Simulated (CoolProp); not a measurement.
Oxygen along the isotherm 175.1 K: Z from the reference equation and from simpler models built on Tc = 154.6 K, pc = 50.46 bar, ω = 0.022; each cubic takes its own stable root.

Values from CoolProp's reference Helmholtz-energy equation of state, Schmidt 1985.

```tsv
p (bar)	phase	reference	Soave-Redlich-Kwong	Peng-Robinson
21	gas	0.8989	0.8972	?
42.1	gas	0.7823	0.7814	0.7567
63.1	supercritical	0.6452	?	0.6182
84.1	supercritical	0.4998	0.5249	0.4920
105	supercritical	0.4409	0.4819	0.4466
126	supercritical	0.4542	0.4945	0.4545
147	supercritical	0.4873	0.5244	0.4796
168	supercritical	0.5266	?	?
189	supercritical	0.5684	?	0.5449
210	supercritical	?	?	0.5802
231	supercritical	0.6542	0.6790	0.6160
252	supercritical	0.6974	0.7195	0.6521
```

Task: Fill in the missing entries.

Result: 
- 21, Peng-Robinson: 0.8838
- 63.1, Soave-Redlich-Kwong: 0.6501
- 168, Soave-Redlich-Kwong: 0.5604
- 168, Peng-Robinson: 0.5109
- 189, Soave-Redlich-Kwong: 0.5990
- 210, reference: 0.6111
- 210, Soave-Redlich-Kwong: 0.6388
